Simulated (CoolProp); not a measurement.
Vapour-liquid equilibrium of cyclohexane (1) + o-xylene (2) at 180.05 °C; x and y are mole fractions of (1).

Model: multi-fluid Helmholtz-energy mixture model, Zhou 2014 and Zhou 2012; pair parameters Bell 2016, in CoolProp.

```csv
x,"bubble pressure, mixture model (MPa)","bubble pressure, Raoult's law (MPa)","y, mixture model","y, Raoult's law"
0.05,0.2845,0.2756,0.188,0.176
0.2,0.4129,0.3848,0.504,0.503
0.35,0.5293,0.4940,0.667,0.685
0.5,0.6355,0.6032,0.770,0.802
0.65,0.7353,0.7124,0.848,0.883
0.8,0.8330,0.8216,0.915,0.942
0.95,0.9328,0.9309,0.978,0.987
```

The largest gap from Raoult's law is +7.3 % in bubble pressure, at x = 0.2. No azeotrope shows between x = 0.05 and 0.95.

Pair parameters are fitted to limited data, so mixtures are less certain than the pure fluids.
